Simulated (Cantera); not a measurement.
Cantera run, input and output.

```python
import numpy as np
import cantera as ct

surf = ct.Interface("diamond.yaml", "diamond_100")
gas, bulk = surf.adjacent["gas"], surf.adjacent["diamond"]
k = surf.kinetics_species_index(bulk.species_names[0])
cover = ["c6HH", "c6H*", "c6*H", "c6**", "c6HM", "c6B"]

rows, drift = [], 0.0
print(f"{'xH':>10s}{'um/h':>11s}" + "".join(f"{s:>11s}" for s in cover))
for v in [0.0001, 0.0002, 0.00039, 0.00076, 0.0015, 0.0029, 0.0057, 0.011, 0.022]:
    T, P, xH, xCH3 = 1250, 12000, v, 0.00058
    gas.TPX = T, P, {"H": xH, "CH3": xCH3, "CH4": 0.01, "H2": 1 - xH - xCH3 - 0.01}
    surf.TP = bulk.TP = T, P
    surf.coverages = "c6H*:0.1, c6HH:0.9"
    surf.advance_coverages(100.0)
    before = surf.coverages
    surf.advance_coverages(100.0)
    drift = max(drift, np.max(np.abs(surf.coverages - before) / (surf.coverages + 1e-9)))
    rate = surf.net_production_rates[k] * bulk.mean_molecular_weight / bulk.density * 3.6e9
    rows.append([rate, *surf[cover].coverages])
    print(f"{v:10.4g}{rate:11.4e}" + "".join(f"{x:11.3e}" for x in rows[-1][1:]))
```

Output:

```
        xH       um/h       c6HH       c6H*       c6*H       c6**       c6HM        c6B
    0.0001 8.3835e-01  6.299e-01  2.787e-02  3.248e-01  3.806e-03  3.897e-03  2.275e-09
    0.0002 2.0286e+00  5.434e-01  3.413e-02  3.977e-01  7.961e-03  5.076e-03  5.505e-09
   0.00039 4.0567e+00  4.842e-01  3.824e-02  4.456e-01  1.384e-02  6.114e-03  1.101e-08
   0.00076 7.2311e+00  4.469e-01  4.068e-02  4.738e-01  2.065e-02  6.928e-03  1.962e-08
    0.0015 1.2108e+01  4.249e-01  4.203e-02  4.894e-01  2.706e-02  7.347e-03  3.286e-08
    0.0029 1.9167e+01  4.132e-01  4.276e-02  4.974e-01  3.176e-02  7.196e-03  5.201e-08
    0.0057 2.9508e+01  4.073e-01  4.324e-02  5.022e-01  3.493e-02  6.410e-03  8.007e-08
     0.011 4.2279e+01  4.047e-01  4.365e-02  5.052e-01  3.683e-02  5.143e-03  1.147e-07
     0.022 5.6522e+01  4.038e-01  4.415e-02  5.074e-01  3.804e-02  3.601e-03  1.534e-07
```

Model: the Harris–Goodwin 1993 mechanism for the reconstructed diamond (100) surface, integrated in Cantera.
